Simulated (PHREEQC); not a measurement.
A column of 0.1 m (40 cells, dispersivity 0.0035 m, 720 s a shift, diffusion coefficient 3e-10 m²/s) holds 0.0047 eq of the database's cation exchanger X per kg of pore water, first in equilibrium with 2.5 mmol/kgw ZnCl2, 45 mmol/kgw ZnSO4, 8.8 mmol/kgw CdCl2 and 0.01 mmol/kgw HCl. It is flushed with 5.4 mmol/kgw MgSO4 and 0.01 mmol/kgw HCl, at 15 °C. Values are for the last cell. The system is closed to CO2. Nothing may precipitate in this run.

Equilibrium calculation in PHREEQC: ion-association model, phreeqc.dat.

```json
[
 {"pore volumes": "0", "Mg in solution (mol/kgw)": "0", "Cl in solution (mol/kgw)": "0.0226", "Cd in solution (mol/kgw)": "0.00880", "Zn in solution (mol/kgw)": "0.0475", "S in solution (mol/kgw)": "0.0450"},
 {"pore volumes": "0.2125", "Mg in solution (mol/kgw)": "0", "Cl in solution (mol/kgw)": "0.0226", "Cd in solution (mol/kgw)": "0.00880", "Zn in solution (mol/kgw)": "0.0475", "S in solution (mol/kgw)": "0.0450"},
 {"pore volumes": "0.4125", "Mg in solution (mol/kgw)": "1.40e-6", "Cl in solution (mol/kgw)": "0.0226", "Cd in solution (mol/kgw)": "0.00880", "Zn in solution (mol/kgw)": "0.0475", "S in solution (mol/kgw)": "0.0450"},
 {"pore volumes": "0.6125", "Mg in solution (mol/kgw)": "0.000159", "Cl in solution (mol/kgw)": "0.0217", "Cd in solution (mol/kgw)": "0.00843", "Zn in solution (mol/kgw)": "0.0456", "S in solution (mol/kgw)": "0.0434"},
 {"pore volumes": "0.8125", "Mg in solution (mol/kgw)": "0.000985", "Cl in solution (mol/kgw)": "0.0168", "Cd in solution (mol/kgw)": "___", "Zn in solution (mol/kgw)": "0.0357", "S in solution (mol/kgw)": "0.0348"},
 {"pore volumes": "1.012", "Mg in solution (mol/kgw)": "0.00205", "Cl in solution (mol/kgw)": "0.00970", "Cd in solution (mol/kgw)": "0.00382", "Zn in solution (mol/kgw)": "0.0213", "S in solution (mol/kgw)": "0.0224"},
 {"pore volumes": "1.212", "Mg in solution (mol/kgw)": "0.00268", "Cl in solution (mol/kgw)": "0.00443", "Cd in solution (mol/kgw)": "0.00187", "Zn in solution (mol/kgw)": "0.0108", "S in solution (mol/kgw)": "0.0131"},
 {"pore volumes": "1.413", "Mg in solution (mol/kgw)": "0.00299", "Cl in solution (mol/kgw)": "0.00171", "Cd in solution (mol/kgw)": "0.000898", "Zn in solution (mol/kgw)": "0.00535", "S in solution (mol/kgw)": "0.00839"},
 {"pore volumes": "1.613", "Mg in solution (mol/kgw)": "___", "Cl in solution (mol/kgw)": "0.000597", "Cd in solution (mol/kgw)": "0.000475", "Zn in solution (mol/kgw)": "0.00292", "S in solution (mol/kgw)": "0.00643"},
 {"pore volumes": "1.812", "Mg in solution (mol/kgw)": "0.00378", "Cl in solution (mol/kgw)": "0.000197", "Cd in solution (mol/kgw)": "0.000280", "Zn in solution (mol/kgw)": "0.00176", "S in solution (mol/kgw)": "0.00573"},
 {"pore volumes": "2.013", "Mg in solution (mol/kgw)": "0.00425", "Cl in solution (mol/kgw)": "6.60e-5", "Cd in solution (mol/kgw)": "___", "Zn in solution (mol/kgw)": "0.00111", "S in solution (mol/kgw)": "0.00550"},
 {"pore volumes": "2.212", "Mg in solution (mol/kgw)": "0.00463", "Cl in solution (mol/kgw)": "2.61e-5", "Cd in solution (mol/kgw)": "0.000106", "Zn in solution (mol/kgw)": "0.000695", "S in solution (mol/kgw)": "0.00543"},
 {"pore volumes": "2.413", "Mg in solution (mol/kgw)": "0.00492", "Cl in solution (mol/kgw)": "1.45e-5", "Cd in solution (mol/kgw)": "6.41e-5", "Zn in solution (mol/kgw)": "0.000429", "S in solution (mol/kgw)": "0.00541"},
 {"pore volumes": "2.612", "Mg in solution (mol/kgw)": "___", "Cl in solution (mol/kgw)": "1.12e-5", "Cd in solution (mol/kgw)": "___", "Zn in solution (mol/kgw)": "0.000258", "S in solution (mol/kgw)": "0.00540"},
 {"pore volumes": "2.812", "Mg in solution (mol/kgw)": "0.00523", "Cl in solution (mol/kgw)": "1.03e-5", "Cd in solution (mol/kgw)": "2.16e-5", "Zn in solution (mol/kgw)": "0.000151", "S in solution (mol/kgw)": "0.00540"},
 {"pore volumes": "3.013", "Mg in solution (mol/kgw)": "0.00530", "Cl in solution (mol/kgw)": "1.01e-5", "Cd in solution (mol/kgw)": "1.21e-5", "Zn in solution (mol/kgw)": "8.64e-5", "S in solution (mol/kgw)": "0.00540"}
]
```

Question: Fill in the missing entries.

Answer: 
- 0.8125, Cd in solution (mol/kgw): 0.00652
- 1.613, Mg in solution (mol/kgw): 0.00333
- 2.013, Cd in solution (mol/kgw): 0.000173
- 2.612, Mg in solution (mol/kgw): 0.00511
- 2.612, Cd in solution (mol/kgw): 3.77e-5

Species that the database lacks are ignored.
